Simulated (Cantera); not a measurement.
A Cantera script and what it prints.

```python
import numpy as np
import cantera as ct

gas_names = [...]  # 93 gases of nasa_gas.yaml made of C, H, N, Ti
cond_names = """
    C(gr) C6H6(L) C7H8(L) C8H18(L),n-octa Ti(a) Ti(b) Ti(L) TiC(s) TiC(L) TiN(s) TiN(L)
""".split()


# ... load() reads the species with a 1 bar reference pressure and builds the phases ...
atoms = {
    'Ti(NMe2)4': {'Ti': 1, 'C': 8, 'H': 24, 'N': 4},
    'H2': {'H': 2},
}
top_T = {'C(gr)': 4500}  # K; cautious upper limits of use, not melting points


# ... equilibrate(T, P, feed) seeds the gas with the atoms and calls Mixture.equilibrate('TP', solver="vcs", rtol=1e-11, max_steps=5000) ...
results = []
feed = {'Ti(NMe2)4': 1, 'H2': 2.7}  # mol
P = 25000  # Pa
for T in [1848, 1873, 1898, 1923, 1948, 1973, 1998, 2023, 2048, 2073, 2098, 2123, 2148]:
    mix = equilibrate(T, P, feed)
    results.append((T, P, feed, dict(zip(mix.species_names, mix.species_moles))))
    x = sorted(zip(gas.X, gas.species_names), reverse=True)
    print(f"T = {T:g} K  P = {P:g} Pa  gas = {mix.phase_moles(0):.4g} mol")
    print("   x: " + "  ".join(f"{s} {v:.3e}" for v, s in x if v > 1e-05))
    print("   condensed (mol): " + ("  ".join(f"{mix.phase(i).name} {mix.phase_moles(i):.4g}"
          for i in range(1, mix.n_phases) if mix.phase_moles(i) > 1e-12) or "none"))
```

It prints:

```
T = 1848 K  P = 25000 Pa  gas = 16.71 mol
   x: H2 8.776e-01  N2 1.184e-01  HCN 2.486e-03  H 9.934e-04  C2H2,acetylene 2.260e-04  CH4 1.269e-04  HNC 1.048e-04
   condensed (mol): C(gr) 6.947  TiC(s) 1
T = 1873 K  P = 25000 Pa  gas = 16.71 mol
   x: H2 8.772e-01  N2 1.182e-01  HCN 2.783e-03  H 1.209e-03  C2H2,acetylene 2.738e-04  HNC 1.236e-04  CH4 1.173e-04
   condensed (mol): C(gr) 6.94  TiC(s) 1
T = 1898 K  P = 25000 Pa  gas = 16.71 mol
   x: H2 8.768e-01  N2 1.181e-01  HCN 3.106e-03  H 1.464e-03  C2H2,acetylene 3.299e-04  HNC 1.452e-04  CH4 1.087e-04
   condensed (mol): C(gr) 6.933  TiC(s) 1
T = 1923 K  P = 25000 Pa  gas = 16.71 mol
   x: H2 8.763e-01  N2 1.179e-01  HCN 3.457e-03  H 1.764e-03  C2H2,acetylene 3.955e-04  HNC 1.699e-04  CH4 1.009e-04
   condensed (mol): C(gr) 6.924  TiC(s) 1
T = 1948 K  P = 25000 Pa  gas = 16.72 mol
   x: H2 8.757e-01  N2 1.176e-01  HCN 3.835e-03  H 2.115e-03  C2H2,acetylene 4.719e-04  HNC 1.978e-04  CH4 9.379e-05
   condensed (mol): C(gr) 6.915  TiC(s) 1
T = 1973 K  P = 25000 Pa  gas = 16.72 mol
   x: H2 8.750e-01  N2 1.174e-01  HCN 4.243e-03  H 2.524e-03  C2H2,acetylene 5.605e-04  HNC 2.294e-04  CH4 8.737e-05
   condensed (mol): C(gr) 6.905  TiC(s) 1
T = 1998 K  P = 25000 Pa  gas = 16.72 mol
   x: H2 8.742e-01  N2 1.171e-01  HCN 4.681e-03  H 3.000e-03  C2H2,acetylene 6.627e-04  HNC 2.651e-04  CH4 8.152e-05
   condensed (mol): C(gr) 6.894  TiC(s) 1
T = 2023 K  P = 25000 Pa  gas = 16.73 mol
   x: H2 8.733e-01  N2 1.168e-01  HCN 5.151e-03  H 3.550e-03  C2H2,acetylene 7.801e-04  HNC 3.050e-04  CH4 7.619e-05
   condensed (mol): C(gr) 6.881  TiC(s) 1
T = 2048 K  P = 25000 Pa  gas = 16.73 mol
   x: H2 8.723e-01  N2 1.165e-01  HCN 5.653e-03  H 4.183e-03  C2H2,acetylene 9.145e-04  HNC 3.498e-04  CH4 7.130e-05
   condensed (mol): C(gr) 6.868  TiC(s) 1
T = 2073 K  P = 25000 Pa  gas = 16.74 mol
   x: H2 8.712e-01  N2 1.162e-01  HCN 6.189e-03  H 4.910e-03  C2H2,acetylene 1.068e-03  HNC 3.996e-04  CH4 6.683e-05
   condensed (mol): C(gr) 6.853  TiC(s) 1
T = 2098 K  P = 25000 Pa  gas = 16.75 mol
   x: H2 8.699e-01  N2 1.158e-01  HCN 6.759e-03  H 5.740e-03  C2H2,acetylene 1.242e-03  HNC 4.550e-04  CH4 6.271e-05
   condensed (mol): C(gr) 6.836  TiC(s) 1
T = 2123 K  P = 25000 Pa  gas = 16.75 mol
   x: H2 8.685e-01  N2 1.154e-01  HCN 7.364e-03  H 6.687e-03  C2H2,acetylene 1.438e-03  HNC 5.163e-04  CH4 5.892e-05
   condensed (mol): C(gr) 6.818  TiC(s) 1
T = 2148 K  P = 25000 Pa  gas = 16.76 mol
   x: H2 8.669e-01  N2 1.150e-01  HCN 8.005e-03  H 7.761e-03  C2H2,acetylene 1.660e-03  HNC 5.839e-04  CH4 5.542e-05
   condensed (mol): C(gr) 6.799  TiC(s) 1
```

Method: chemical equilibrium by Gibbs-energy minimisation in Cantera with the NASA 1993 tables (ideal gas, pure condensed phases). The feed counts by its element totals alone. TiC: taken at fixed stoichiometry.
